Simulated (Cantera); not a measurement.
A freely propagating, adiabatic, planar premixed flame of 39.6 % H₂, 12.4 % O₂, 46.4 % N₂, 1.63 % H₂O, equivalence ratio 1.6, unburnt at 450 K and 0.690 bar; mixture-averaged transport, grid criteria slope 0.08 and curve 0.16, no radiation.

Detailed kinetics in Cantera: the H2/O2 subset of GRI-Mech 3.0, which has no nitrogen chemistry. Burning velocities carry a grid error of a few per cent, more on coarse grids.

x: mole fraction of selected species; z is measured from the peak of heat release.

```csv
z (mm),T (K),u (m/s),x H₂,x O₂,x O,x H₂O₂,x H₂O,x H
-1.92,450,5.39,0.396,0.124,<1e-8,<1e-8,0.0163,<1e-8
-1.28,450,5.39,0.396,0.124,<1e-8,<1e-8,0.0163,<1e-8
-0.958,450,5.39,0.396,0.124,<1e-8,<1e-8,0.0163,<1e-8
-0.639,450,5.39,0.396,0.124,<1e-8,<1e-8,0.0163,<1e-8
-0.319,463,5.52,0.393,0.124,3.49e-6,4.42e-6,0.0167,4.59e-5
-0.160,…,8.32,0.360,0.118,0.000225,3.14e-5,0.0368,0.00659
0,…,13.1,0.257,0.0813,0.00353,2.60e-6,0.120,0.0455
0.160,…,16.2,0.159,0.0246,0.00564,1.53e-6,0.226,0.0821
0.319,1584,17.6,0.134,0.00725,0.00444,1.04e-6,0.260,0.0862
0.639,1708,18.8,0.135,0.00331,0.00355,6.50e-7,0.270,0.0751
1.28,1840,20.0,0.142,0.00228,0.00266,3.53e-7,0.275,0.0595
2.56,1967,21.2,0.149,0.00141,0.00171,1.81e-7,0.281,0.0441
5.11,2079,22.2,0.154,0.000746,0.000928,9.33e-8,0.287,0.0306
```

Problem. Complete the blanks.

Solution. 
- -0.160, T (K): 715
- 0, T (K): 1159
- 0.160, T (K): 1454
